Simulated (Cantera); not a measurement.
Adiabatic ignition

An adiabatic, constant-pressure homogeneous reactor starts with 1.74 % C₂H₄, 12.8 % O₂, 80.4 % N₂, 5.06 % H₂O, equivalence ratio 0.41, at 1775 K and 2.50 bar.

Detailed kinetics in Cantera: GRI-Mech 3.0 (53 species, 325 reactions). GRI-Mech 3.0 was tuned for natural gas; its chemistry of ethylene as a main component is partial and can be far from experiment.

```tsv
t (s)	T (K)	x C₂H₄	x O₂	x H₂O	x CH₂O	x CO₂	x C₂H	x CH₃
1.00e-5	1968	0.000801	0.0963	0.0673	0.000230	0.00260	4.89e-6	0.000240
3.40e-5	2161	<1e-12	0.0747	0.0739	2.23e-11	0.0253	<1e-12	<1e-12
0.000115	2297	<1e-12	0.0742	0.0801	2.73e-12	0.0317	<1e-12	<1e-12
0.000391	2337	<1e-12	0.0742	0.0823	<1e-12	0.0336	<1e-12	<1e-12
0.00133	2338	<1e-12	0.0741	0.0823	<1e-12	0.0336	<1e-12	<1e-12
0.00451	2336	<1e-12	0.0738	0.0824	<1e-12	0.0337	<1e-12	<1e-12
0.0153	2332	<1e-12	0.0728	0.0824	<1e-12	0.0337	<1e-12	<1e-12
0.0520	2324	<1e-12	0.0708	0.0825	<1e-12	0.0337	<1e-12	<1e-12
0.177	2320	<1e-12	0.0697	0.0826	<1e-12	0.0337	<1e-12	<1e-12
0.600	2320	<1e-12	0.0697	0.0826	<1e-12	0.0337	<1e-12	<1e-12
```
x: mole fraction; the columns are a selection and need not sum to one.

* **time of steepest temperature rise**: 9.28 µs
* **temperature at 0.600 s**: 2320 K
* **equilibrium temperature**: 2320 K
* **x(C₂H₄) at 0.600 s**: <1e-12 (gas-phase equilibrium <1e-12)
* **x(O₂) at 0.600 s**: 0.0697 (gas-phase equilibrium 0.0697)
* **x(H₂O) at 0.600 s**: 0.0826 (gas-phase equilibrium 0.0826)
